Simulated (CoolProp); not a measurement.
Vapour-liquid equilibrium of acetone (1) + benzene (2) at 456.9 K; x and y are mole fractions of (1).

Values from CoolProp's multi-fluid Helmholtz-energy mixture model, Lemmon 2006 and Thol 2012; pair parameters Bell 2016.

Give the bubble pressure and the first vapour's composition at x = 0.05, 0.5, 0.65. Is there an azeotrope?

x = 0.05: 1.164 MPa, y = 0.093; x = 0.5: 1.662 MPa, y = 0.609; x = 0.65: 1.803 MPa, y = 0.732. No azeotrope shows between x = 0.05 and 0.95.

Pair parameters are fitted to limited data, so mixtures are less certain than the pure fluids.
